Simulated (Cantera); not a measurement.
An isothermal, constant-pressure homogeneous reactor starts with 47.6 % CH4, 52.4 % H2O, at 1673 K and 750 Torr.

Detailed kinetics in Cantera: GRI-Mech 3.0 (53 species, 325 reactions).

Task: Predict: x(CH4) at 60.0 s; x(H2O) at 60.0 s; x(CH2CO) at 60.0 s; x(H) at 60.0 s; x(OH) at 60.0 s.

Result: 
- x(CH4) at 60.0 s: 0.00155 (gas-phase equilibrium 2.88e-6)
- x(H2O) at 60.0 s: 0.0241 (gas-phase equilibrium 0.0222)
- x(CH2CO) at 60.0 s: 4.00e-8 (gas-phase equilibrium 6.18e-11)
- x(H) at 60.0 s: 9.80e-5 (gas-phase equilibrium 9.82e-5)
- x(OH) at 60.0 s: 1.55e-7 (gas-phase equilibrium 1.43e-7)
